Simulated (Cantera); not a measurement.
Input: 1 mol BF₃, 0.11 mol NH₃, 10 mol N₂, at 2075 K and 0.940 bar.

Cantera equilibrium calculation (NASA polynomials, part measured and part estimated; ideal gas, pure solids and liquids). Candidate condensed phases: B, BN; 31 gas species. The tables' values for BF₂ are old estimates; treat these amounts as uncertain. Equilibrium is a limit: real reactors are often held back by kinetics, nucleation or transport.

Base state: N₂ 0.891, BF₃ 0.0766, HF 0.0129, BF₂ 0.0106, H₂ 0.00779, BF 0.000872, BHF₂ 0.000522, H 0.000243 (mole fractions); condensed: gas only.

**Question.** What changes in the equilibrium state with this change: temperature from 2075 K to 1600 K?

**Answer.** 
| species | before | after |
|---|---|---|
| N₂ | 0.891 | 0.895 |
| BF₃ | 0.0766 | 0.0869 |
| H₂ | 0.00779 | 0.0119 |
| BF₂ | 0.0106 | 0.000366 |
| HF | 0.0129 | 0.00539 |
| BF | 0.000872 | 2.99e-6 |
| H | 0.000243 | 6.11e-6 |
| BHF₂ | 0.000522 | 0.000269 |
| BN(s), mol | 0 | 0.0178 |

**Question.** What changes in the equilibrium state with this change: temperature from 2075 K to 1300 K?

**Answer.** 
```
species       before    after
----------  --------  -------
N₂             0.891    0.896
BF₃           0.0766   0.0878
H₂           0.00779   0.0127
BF₂           0.0106  5.08e-6
HF            0.0129  0.00387
BF          0.000872  1.92e-9
H           0.000243  1.29e-7
BHF₂        0.000522  4.91e-5
BN(s), mol         0   0.0143
```
